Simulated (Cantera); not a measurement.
## Equilibrium for carbothermic reduction: Cu2O + CH4 + CO

A closed system holds: 1 mol Cu2O, 4.5 mol CH4, 0.029 mol CO, held at 0.270 bar.

These are equilibrium values from Cantera (NASA tables, ideal gas, pure condensed phases), not measurements of a reactor. Candidate condensed phases: C, C6H6, C7H8, C8H18, Cu, CuO, Cu(OH)2, Cu2O, H2O; 113 gas species. Kinetics and transport are ignored.

From 875 K to 1225 K the condensed part is C(graphite) + Cu(s).

```json
[
 {"T (K)": "875", "x H2": "0.814", "x CO": "0.0528", "x CH4": "0.0781", "x H2O": "0.0473", "x CO2": "0.00810", "x H": "8.71e-11", "x C2H6": "3.79e-7", "x C2H4": "5.42e-8", "n C(graphite)": "3.30", "n Cu(s)": "2.00"},
 {"T (K)": "925", "x H2": "0.850", "x CO": "0.0753", "x CH4": "0.0443", "x H2O": "0.0257", "x CO2": "0.00461", "x H": "4.62e-10", "x C2H6": "2.00e-7", "x C2H4": "7.92e-8", "n C(graphite)": "3.37", "n Cu(s)": "2.00"},
 {"T (K)": "975", "x H2": "0.870", "x CO": "0.0899", "x CH4": "0.0257", "x H2O": "0.0127", "x CO2": "0.00210", "x H": "2.05e-9", "x C2H6": "1.07e-7", "x C2H4": "1.07e-7", "n C(graphite)": "3.40", "n Cu(s)": "2.00"},
 {"T (K)": "1025", "x H2": "0.881", "x CO": "0.0970", "x CH4": "0.0154", "x H2O": "0.00612", "x CO2": "0.000874", "x H": "7.87e-9", "x C2H6": "5.88e-8", "x C2H4": "1.38e-7", "n C(graphite)": "3.42", "n Cu(s)": "2.00"},
 {"T (K)": "1075", "x H2": "0.887", "x CO": "0.100", "x CH4": "0.00958", "x H2O": "0.00303", "x CO2": "0.000368", "x H": "2.66e-8", "x C2H6": "3.38e-8", "x C2H4": "1.73e-7", "n C(graphite)": "3.44", "n Cu(s)": "2.00"},
 {"T (K)": "1125", "x H2": "0.891", "x CO": "0.102", "x CH4": "0.00618", "x H2O": "0.00157", "x CO2": "0.000163", "x H": "8.07e-8", "x C2H6": "2.02e-8", "x C2H4": "2.09e-7", "n C(graphite)": "3.46", "n Cu(s)": "2.00"},
 {"T (K)": "1175", "x H2": "0.893", "x CO": "0.102", "x CH4": "0.00412", "x H2O": "0.000853", "x CO2": "7.63e-5", "x H": "2.23e-7", "x C2H6": "1.25e-8", "x C2H4": "2.49e-7", "n C(graphite)": "3.47", "n Cu(s)": "2.00"},
 {"T (K)": "1225", "x H2": "0.894", "x CO": "0.102", "x CH4": "0.00284", "x H2O": "0.000486", "x CO2": "3.79e-5", "x H": "5.67e-7", "x C2H6": "8.06e-9", "x C2H4": "2.91e-7", "n C(graphite)": "3.48", "n Cu(s)": "2.00"}
]
```
x: gas mole fraction; n: condensed amount in mol.
